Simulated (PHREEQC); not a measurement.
## Copper plating or etch bath: speciation

Solution (25 °C): 0.031 mol/kgw CuCl2, 0.00021 mol/kgw H2SO4 and 0.013 mol/kgw KCl. Closed to the air; pH follows from the charge balance.

All values are PHREEQC results (ion-association model, phreeqc.dat), not measurements.

```yaml
pH: 3.46
ionic_strength: 0.102 mol/kgw
specific_conductance: 7730 µS/cm
density: 1.001 g/cm³
total_alkalinity: -0.420 meq/kg
```

```json
[
 {"species": "Cl-", "molality": "0.0727", "activity": "0.0556", "log γ": "-0.116"},
 {"species": "Cu+2", "molality": "0.0286", "activity": "0.0114", "log γ": "-0.399"},
 {"species": "K+", "molality": "0.0130", "activity": "0.00992", "log γ": "-0.117"},
 {"species": "CuCl+", "molality": "0.00222", "activity": "0.00171", "log γ": "-0.115"},
 {"species": "H+", "molality": "0.000419", "activity": "0.000345", "log γ": "-0.084"},
 {"species": "SO4-2", "molality": "0.000111", "activity": "4.11e-5", "log γ": "-0.431"},
 {"species": "CuSO4", "molality": "9.36e-5", "activity": "9.58e-5", "log γ": "0.010"},
 {"species": "CuCl2", "molality": "4.99e-5", "activity": "5.11e-5", "log γ": "0.010"},
 {"species": "KSO4-", "molality": "3.64e-6", "activity": "2.87e-6", "log γ": "-0.104"},
 {"species": "HSO4-", "molality": "1.77e-6", "activity": "1.38e-6", "log γ": "-0.108"},
 {"species": "CuOH+", "molality": "4.29e-7", "activity": "3.30e-7", "log γ": "-0.115"},
 {"species": "Cu2(OH)2+2", "molality": "1.28e-7", "activity": "4.76e-8", "log γ": "-0.431"},
 {"species": "CuCl3-", "molality": "1.31e-8", "activity": "1.01e-8", "log γ": "-0.115"}
]
```

No solid was allowed to form. Complexes and solids missing from the database can't appear.
